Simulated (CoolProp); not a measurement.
The numbers come from the reference Helmholtz-energy equation of state, Lemmon 2003 in CoolProp. It is a pseudo-pure fit of the blend.

Task: For R407C, give the phase and the Z, speed of sound (m/s), Joule-Thomson coefficient (K/MPa), isothermal compressibility (1/MPa) at 312.4 K and 754 kPa; 323.8 K and 754 kPa.

Result: 
- 312.4 K and 754 kPa: gas; Z 0.892, speed of sound 170, Joule-Thomson coefficient 18.5, isothermal compressibility 1.50
- 323.8 K and 754 kPa: gas; Z 0.906, speed of sound 174, Joule-Thomson coefficient 16.2, isothermal compressibility 1.47
